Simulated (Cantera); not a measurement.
Feed: 1 mol CH3Cl, 1.1 mol CH4, 5.8 mol H2, at 0.100 bar.

These are equilibrium values from Cantera (NASA tables, ideal gas, pure condensed phases), not measurements of a reactor. Candidate condensed phases: C, C6H6, C7H8, C8H18; 103 gas species. Ions and electrons are included (thermal ionisation). The numbers say what is thermodynamically allowed, not how fast it happens.

### Question
At 2250 K, list the 4 most abundant gas species with their mole fractions, and the condensed phases.

### Answer
H2 0.876, HCl 0.0970, H 0.0220, C2H2 (acetylene) 0.00293. Condensed: C(graphite).
